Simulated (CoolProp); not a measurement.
Properties of n-perfluorohexane along the isobar 569 kPa (Tc = 174.9 °C, pc = 1742 kPa, ω = 0.497).

Model: reference Helmholtz-energy equation of state, Gao 2022, in CoolProp.

```
T (°C)   phase        Z  Joule-Thomson coefficient (K/MPa)
------  ------  -------  ---------------------------------
-18.45  liquid  0.05046                            -0.3470
-4.55   liquid  0.04889                                ___
9.45    liquid  0.04752                            -0.3060
23.35   liquid      ___                            -0.2806
37.35   liquid  0.04537                            -0.2501
51.25   liquid  0.04457                            -0.2128
65.25   liquid      ___                            -0.1651
79.15   liquid      ___                            -0.1023
93.15   liquid  0.04337                           -0.01398
107.05  liquid  0.04349                                ___
121.05     gas   0.7784                              18.09
134.95     gas      ___                              14.86
148.95     gas   0.8381                              12.59
162.85     gas   0.8592                              10.91
176.85     gas   0.8767                              9.592
```

Problem. Some entries are withheld; supply them.

Solution. 
- -4.55, Joule-Thomson coefficient (K/MPa): -0.3279
- 23.35, Z: 0.04635
- 65.25, Z: 0.04395
- 79.15, Z: 0.04354
- 107.05, Joule-Thomson coefficient (K/MPa): 0.1180
- 134.95, Z: 0.8119
